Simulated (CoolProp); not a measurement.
Properties of dimethyl ether along the isotherm 445.9 K.

Model: reference Helmholtz-energy equation of state, Wu 2011, in CoolProp.

```tsv
p (bar)	phase	Z	expansivity (1/kK)
1.58	gas	0.9924	2.297
3.25	gas	0.9844	2.356
6.67	gas	0.9678	?
13.7	gas	0.9331	?
28.1	gas	?	3.636
57.7	supercritical	?	7.485
119	supercritical	0.4161	?
243	supercritical	0.6180	?
500	supercritical	?	?
```

### Question
Complete the blanks.

### Answer

- 6.67, expansivity (1/kK): 2.486
- 13.7, expansivity (1/kK): 2.790
- 28.1, Z: 0.8587
- 57.7, Z: 0.6825
- 119, expansivity (1/kK): 10.82
- 243, expansivity (1/kK): 3.380
- 500, Z: 1.085
- 500, expansivity (1/kK): 1.819
